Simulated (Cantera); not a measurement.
An isothermal, constant-pressure homogeneous reactor starts with CH₄ : H₂O = 1 : 1 (molar parts), at 2025 K and 1700000 Pa. Integrator tolerance rtol = 1e-08.

Model: GRI-Mech 3.0 (53 species, 325 reactions), integrated in Cantera. The pressure lies above the range GRI-Mech 3.0 was tuned for (to about 10 atm).

What does this change do: CH4 1 to 1.7 parts?


```
quantity                                            before                                    after
-----------------  ---------------------------------------  ---------------------------------------
x(CH₄) at 8.00 s   0.00105 (gas-phase equilibrium 0.00109)    0.0303 (gas-phase equilibrium 0.0303)
x(H₂O) at 8.00 s   0.00109 (gas-phase equilibrium 0.00115)  2.84e-5 (gas-phase equilibrium 2.89e-5)
x(OH) at 8.00 s    6.21e-8 (gas-phase equilibrium 6.50e-8)  1.64e-9 (gas-phase equilibrium 1.67e-9)
x(C₂H₄) at 8.00 s  3.89e-6 (gas-phase equilibrium 4.24e-6)  0.00347 (gas-phase equilibrium 0.00347)
x(CH₂O) at 8.00 s  1.29e-6 (gas-phase equilibrium 1.29e-6)  9.59e-7 (gas-phase equilibrium 9.59e-7)
x(H₂) at 8.00 s        0.748 (gas-phase equilibrium 0.748)      0.726 (gas-phase equilibrium 0.726)
x(CO) at 8.00 s        0.249 (gas-phase equilibrium 0.249)      0.191 (gas-phase equilibrium 0.191)
```
GRI-Mech 3.0 stops at C3 and has no aromatics, soot or wall deposition, so with more carbon than oxygen in the feed, carbon stays in small species such as C2H2 where larger ones or solid carbon would form.

What does this change do: temperature 2025 to 1573 K?


```
quantity                                            before                                    after
-----------------  ---------------------------------------  ---------------------------------------
x(CH₄) at 8.00 s   0.00105 (gas-phase equilibrium 0.00109)    0.120 (gas-phase equilibrium 0.00771)
x(H₂O) at 8.00 s   0.00109 (gas-phase equilibrium 0.00115)    0.116 (gas-phase equilibrium 0.00693)
x(OH) at 8.00 s    6.21e-8 (gas-phase equilibrium 6.50e-8)  5.49e-8 (gas-phase equilibrium 2.89e-9)
x(C₂H₄) at 8.00 s  3.89e-6 (gas-phase equilibrium 4.24e-6)  0.00225 (gas-phase equilibrium 5.62e-6)
x(CH₂O) at 8.00 s  1.29e-6 (gas-phase equilibrium 1.29e-6)  8.73e-7 (gas-phase equilibrium 1.33e-6)
x(H₂) at 8.00 s        0.748 (gas-phase equilibrium 0.748)      0.575 (gas-phase equilibrium 0.739)
x(CO) at 8.00 s        0.249 (gas-phase equilibrium 0.249)      0.172 (gas-phase equilibrium 0.245)
```

What does this change do: CH4 1 to 1.6 parts?


```tsv
quantity	before	after
x(CH₄) at 8.00 s	0.00105 (gas-phase equilibrium 0.00109)	0.0284 (gas-phase equilibrium 0.0284)
x(H₂O) at 8.00 s	0.00109 (gas-phase equilibrium 0.00115)	3.16e-5 (gas-phase equilibrium 3.22e-5)
x(OH) at 8.00 s	6.21e-8 (gas-phase equilibrium 6.50e-8)	1.82e-9 (gas-phase equilibrium 1.85e-9)
x(C₂H₄) at 8.00 s	3.89e-6 (gas-phase equilibrium 4.24e-6)	0.00304 (gas-phase equilibrium 0.00304)
x(CH₂O) at 8.00 s	1.29e-6 (gas-phase equilibrium 1.29e-6)	9.96e-7 (gas-phase equilibrium 9.96e-7)
x(H₂) at 8.00 s	0.748 (gas-phase equilibrium 0.748)	0.727 (gas-phase equilibrium 0.727)
x(CO) at 8.00 s	0.249 (gas-phase equilibrium 0.249)	0.198 (gas-phase equilibrium 0.198)
```
GRI-Mech 3.0 stops at C3 and has no aromatics, soot or wall deposition, so with more carbon than oxygen in the feed, carbon stays in small species such as C2H2 where larger ones or solid carbon would form.
